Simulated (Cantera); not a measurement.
A perfectly stirred reactor is fed with C2H6 : N2 = 1 : 18 (molar parts), at 240 Pa; it is held at 1150 K, and followed from long to short residence time.

Cantera simulation using GRI-Mech 3.0 (53 species, 325 reactions); the numbers are that mechanism's predictions, not measurements. GRI-Mech 3.0 stops at C3 and has no aromatics, soot or wall deposition, so with more carbon than oxygen in the feed, carbon stays in small species such as C2H2 where larger ones or solid carbon would form. Radical loss at walls, strong at low pressure, is not modelled.

Predict: x(C2H6) at τ = 1.90 s; x(H2) at τ = 1.90 s; x(CH2) at τ = 1.90 s; x(CH4) at τ = 1.90 s; x(CH3) at τ = 1.90 s; x(C2H6) at τ = 36.0 ms; x(H2) at τ = 36.0 ms; x(CH4) at τ = 36.0 ms; x(CH3) at τ = 36.0 ms.


```json
{
  "x(C2H6) at τ = 1.90 s": "0.0264",
  "x(H2) at τ = 1.90 s": "0.0211",
  "x(CH2) at τ = 1.90 s": "1.14e-8",
  "x(CH4) at τ = 1.90 s": "0.00588",
  "x(CH3) at τ = 1.90 s": "0.000137",
  "x(C2H6) at τ = 36.0 ms": "0.0525",
  "x(H2) at τ = 36.0 ms": "0.000126",
  "x(CH4) at τ = 36.0 ms": "1.76e-5",
  "x(CH3) at τ = 36.0 ms": "2.75e-5"
}
```
